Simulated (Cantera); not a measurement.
Feed: 1 mol Al, a varied amount of HCl, 0.41 mol H2, equilibrated at 177 °C and 10.0 Pa.

Cantera equilibrium calculation (NASA polynomials, part measured and part estimated; ideal gas, pure solids and liquids). Candidate condensed phases: Al, AlCl3; 12 gas species. Rates play no part.

### Question
Which condensed phases are stable at each of these points (n(HCl) (mol)): 1.3, 1.5, 1.8, 2.1, 2.4, 2.8, 3.2, 3.8, 4.4, 5.1, 5.9, 6.8, 7.9?

### Answer
| n(HCl) (mol) | condensed phases | Al condensed (%) |
|---|---|---|
| 1.3 | Al(s) | 56.7 |
| 1.5 | Al(s) | 50.0 |
| 1.8 | Al(s) | 40.0 |
| 2.1 | Al(s) | 30.0 |
| 2.4 | Al(s) | 20.0 |
| 2.8 | Al(s) | 6.7 |
| 3.2 | gas only | 0.0 |
| 3.8 | gas only | 0.0 |
| 4.4 | gas only | 0.0 |
| 5.1 | gas only | 0.0 |
| 5.9 | gas only | 0.0 |
| 6.8 | gas only | 0.0 |
| 7.9 | gas only | 0.0 |

From 1.3 mol HCl to 2.8 mol HCl the condensed part is Al(s). From 3.2 mol HCl to 7.9 mol HCl nothing is condensed.
